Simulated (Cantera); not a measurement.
A freely propagating, adiabatic, planar premixed flame of CH₄ : O₂ : N₂ = 1 : 1.67 : 6.27 (molar parts), equivalence ratio 1.2, unburnt at 475 K and 760 Torr; mixture-averaged transport, grid criteria slope 0.08 and curve 0.16, no radiation.

Cantera simulation using GRI-Mech 3.0 (53 species, 325 reactions); the numbers are that mechanism's predictions, not measurements. Burning velocities carry a grid error of a few per cent, more on coarse grids.

Problem. What does this change do: N2 6.27 to 8 parts?

Solution. 
| quantity | before | after |
|---|---|---|
| laminar burning velocity | 76.4 cm/s | 44.9 cm/s |
| thermal thickness | 0.375 mm | 0.541 mm |
| peak x(CH₂) | 8.01e-5 | 4.20e-5 |
| peak x(C₂H₂) | 0.000495 | 0.000380 |
| peak x(CH₂O) | 0.00113 | 0.000848 |

Problem. What does this change do: O2 1.67 to 2.1 parts?

Solution. 
```
quantity                     before     after
------------------------  ---------  --------
laminar burning velocity  76.4 cm/s  116 cm/s
thermal thickness          0.375 mm  0.287 mm
peak x(CH₂)                 8.01e-5   7.75e-5
peak x(C₂H₂)               0.000495  0.000144
peak x(CH₂O)                0.00113   0.00134
```

Problem. What does this change do: inlet temperature 475 to 648 K?

Solution. 
| quantity | before | after |
|---|---|---|
| laminar burning velocity | 76.4 cm/s | 141 cm/s |
| thermal thickness | 0.375 mm | 0.319 mm |
| peak x(CH₂) | 8.01e-5 | 0.000106 |
| peak x(C₂H₂) | 0.000495 | 0.000571 |
| peak x(CH₂O) | 0.00113 | 0.00126 |
